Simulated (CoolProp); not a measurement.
Vapour-liquid equilibrium of CHF3 (R23) (1) + R143a (2) at 0.208 MPa; x and y are mole fractions of (1).

The numbers come from the multi-fluid Helmholtz-energy mixture model, Penoncello 2003 and Lemmon and Jacobsen 2000; pair parameters Bell 2016 in CoolProp.

```json
[
 {"x": "0.05", "bubble temperature (K)": "238.9", "y at the bubble point": "0.165", "dew temperature at overall composition x (K)": "241.4", "liquid density (mol/L)": "13.63"},
 {"x": "0.2", "bubble temperature (K)": "___", "y at the bubble point": "0.526", "dew temperature at overall composition x (K)": "238.2", "liquid density (mol/L)": "___"},
 {"x": "0.35", "bubble temperature (K)": "221.8", "y at the bubble point": "0.731", "dew temperature at overall composition x (K)": "234.5", "liquid density (mol/L)": "15.47"},
 {"x": "0.5", "bubble temperature (K)": "___", "y at the bubble point": "0.845", "dew temperature at overall composition x (K)": "230.3", "liquid density (mol/L)": "16.41"},
 {"x": "0.65", "bubble temperature (K)": "211.7", "y at the bubble point": "0.912", "dew temperature at overall composition x (K)": "225.2", "liquid density (mol/L)": "17.37"},
 {"x": "0.8", "bubble temperature (K)": "208.3", "y at the bubble point": "0.956", "dew temperature at overall composition x (K)": "218.5", "liquid density (mol/L)": "18.39"},
 {"x": "0.95", "bubble temperature (K)": "205.5", "y at the bubble point": "0.990", "dew temperature at overall composition x (K)": "208.8", "liquid density (mol/L)": "19.50"}
]
```

Question: Some entries are withheld; supply them.

Answer: 
- 0.2, bubble temperature (K): 229.5
- 0.2, liquid density (mol/L): 14.55
- 0.5, bubble temperature (K): 216.0

No azeotrope shows between x = 0.05 and 0.95.

Pair parameters are fitted to limited data, so mixtures are less certain than the pure fluids. The gap from Raoult's law changes sign with composition, which may be real or a fault of the pair parameters; it wasn't checked against measurements.
